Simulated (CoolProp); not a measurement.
m-xylene at several states: Z from the reference equation and from simpler models built on Tc = 616.9 K, pc = 3535 kPa, ω = 0.326; each cubic takes its own stable root.

The numbers come from the reference Helmholtz-energy equation of state, Zhou 2012 in CoolProp.

| T (K) | p (kPa) | phase | reference |
|---|---|---|---|
| 552.1 | 533 | gas | 0.9155 |
| 395.5 | 9460 | liquid | 0.3895 |
| 422.9 | 1830 | liquid | 0.07392 |
| 556.8 | 24.1 | gas | 0.9965 |
| 478.8 | 74.7 | gas | 0.9818 |

Q: How far does each simpler model (Redlich-Kwong, Peng-Robinson) lie from the reference over these 5 states: mean and median of the absolute difference, and the worst?

A: 
- Redlich-Kwong: mean 8.0 %, median 1.1 %, worst +20.5 % at 422.9 K and 1830 kPa
- Peng-Robinson: mean 0.7 %, median 0.1 %, worst +1.7 % at 422.9 K and 1830 kPa
